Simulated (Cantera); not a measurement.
# Thermodynamics of hydrogen reduction and annealing atmospheres, feed ZrO2 + H2 + H2O

Feed: 1 mol ZrO2, 37 mol H2, 3.2 mol H2O, held at 10000 Pa.

These are equilibrium values from Cantera (NASA tables, ideal gas, pure condensed phases), not measurements of a reactor. Candidate condensed phases: H2O, Zr, ZrO2; 12 gas species. Equilibrium is a limit: real reactors are often held back by kinetics, nucleation or transport.

From 1373 K to 1448 K the condensed part is ZrO2(monoclinic). From 1523 K to 2198 K the condensed part is ZrO2(tetragonal).

```
T (K)   x H2   x H2O       x H      x OH       x O      x O2  n ZrO2(monoclinic)  n ZrO2(tetragonal)
-----  -----  ------  --------  --------  --------  --------  ------------------  ------------------
1373   0.920  0.0796   1.01e-5   1.56e-8    <1e-12    <1e-12                1.00                   0
1448   0.920  0.0796   2.80e-5   5.76e-8  1.55e-12    <1e-12                1.00                   0
1523   0.920  0.0796   7.01e-5   1.87e-7  1.22e-11    <1e-12                   0                1.00
1598   0.920  0.0796  0.000161   5.44e-7  7.94e-11  3.14e-12                   0                1.00
1673   0.920  0.0796  0.000345   1.44e-6  4.36e-10  1.70e-11                   0                1.00
1748   0.920  0.0796  0.000693   3.50e-6   2.07e-9  8.01e-11                   0                1.00
1823   0.919  0.0795   0.00131   7.91e-6   8.69e-9  3.32e-10                   0                1.00
1898   0.918  0.0795   0.00237   1.68e-5   3.25e-8   1.23e-9                   0                1.00
1973   0.916  0.0794   0.00408   3.36e-5   1.10e-7   4.13e-9                   0                1.00
2048   0.914  0.0793   0.00677   6.39e-5   3.42e-7   1.27e-8                   0                1.00
2123   0.910  0.0790    0.0108  0.000116   9.80e-7   3.62e-8                   0                1.00
2198   0.904  0.0787    0.0167  0.000203   2.62e-6   9.62e-8                   0               1.000
```
x: gas mole fraction; n: condensed amount in mol.
